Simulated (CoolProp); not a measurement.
Vapour pressure (kPa) of hydrogen chloride: the reference equation beside estimates from Tc = 324.7 K, pc = 8314 kPa, ω = 0.130.

Computed with CoolProp (reference Helmholtz-energy equation of state, Thol 2018).

| T (K) | reference | Lee-Kesler | Redlich-Kwong |
|---|---|---|---|
| 212.8 | 343.8 | 338.8 | 406.5 |
| 219.4 | 453.5 | 450.1 | 535.9 |
| 226 | 588.1 | 587.1 | 693.1 |
| 232.6 | 750.9 | 753.0 | 881.2 |
| 239.2 | 945.3 | 951.3 | 1103 |
| 245.8 | 1175 | 1186 | 1362 |
| 252.4 | 1444 | 1459 | 1661 |
| 259 | 1756 | 1776 | 2003 |
| 265.6 | 2115 | 2140 | 2391 |
| 272.2 | 2526 | 2555 | 2827 |
| 278.8 | 2993 | 3025 | 3314 |
| 285.4 | 3521 | 3556 | 3855 |
| 292 | 4116 | 4152 | 4452 |
| 298.6 | 4785 | 4820 | 5107 |

Absolute difference from the reference over all 14 rows, mean and median: Lee-Kesler 0.9 and 1.0 %, Redlich-Kwong 13.8 and 14.5 %.
